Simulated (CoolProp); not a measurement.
Saturation properties of fluorine.

Model: reference Helmholtz-energy equation of state, de Reuck 1990, in CoolProp.

| T (°C) | p (bar) | enthalpy of vaporisation (kJ/kg) | vapour Z |
|---|---|---|---|
| -161.55 | 9.872 | 142.4 | 0.8416 |
| -157.55 | 12.66 | 135.8 | 0.8126 |
| -153.45 | 16.07 | 128.3 | 0.7790 |
| -149.45 | 19.98 | 120.0 | 0.7418 |
| -145.35 | 24.66 | 110.3 | 0.6982 |
| -141.35 | 29.95 | 99.02 | 0.6488 |
| -137.25 | 36.18 | 84.63 | 0.5881 |
| -133.25 | 43.17 | 65.45 | 0.5109 |

It boils at -188.1 °C under 1 atm.
